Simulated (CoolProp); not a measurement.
Vapour-liquid equilibrium of R125 (1) + n-butane (2) at -9.45 °C; x and y are mole fractions of (1).

Computed with CoolProp (multi-fluid Helmholtz-energy mixture model, Lemmon 2005 and Bücker 2006; pair parameters Bell 2016).

Q: Give the bubble pressure and the first vapour's composition at x = 0.125, 0.35, 0.8. Is there an azeotrope?

A: x = 0.125: 2.626 bar, y = 0.740; x = 0.35: 3.962 bar, y = 0.842; x = 0.8: 4.638 bar, y = 0.901. No azeotrope shows between x = 0.05 and 0.95.

Pair parameters are fitted to limited data, so mixtures are less certain than the pure fluids. With so large a gap from Raoult's law the liquid may split in two, which this calculation doesn't test in full.
